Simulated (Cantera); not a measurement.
Standard-state values (1 bar) from the NASA 1993 polynomials, evaluated with Cantera. Values are per mole of reaction as written; species without (g) are pure solids or liquids, kept so even where they would boil at 1 bar.

**Question.** Between 300 and 2125 K, where is each reaction favourable under standard conditions?
- 2 B + O2(g) ⇌ B2O2(g)
- Ta + O2(g) ⇌ TaO2(g)
- 2 C + O2(g) ⇌ 2 CO(g)

**Answer.** 
- 2 B + O2(g) ⇌ B2O2(g): ΔG° is -464 kJ at 300 K and -504 kJ at 2125 K; it stays negative (K > 1). ΔH° is -469 kJ and ΔS° 16 J/K at 2125 K.
- Ta + O2(g) ⇌ TaO2(g): ΔG° is -211 kJ at 300 K and -254 kJ at 2125 K; it stays negative (K > 1). ΔH° is -216 kJ and ΔS° 18 J/K at 2125 K.
- 2 C + O2(g) ⇌ 2 CO(g): ΔG° is -275 kJ at 300 K and -593 kJ at 2125 K; it stays negative (K > 1). ΔH° is -240 kJ and ΔS° 166 J/K at 2125 K.
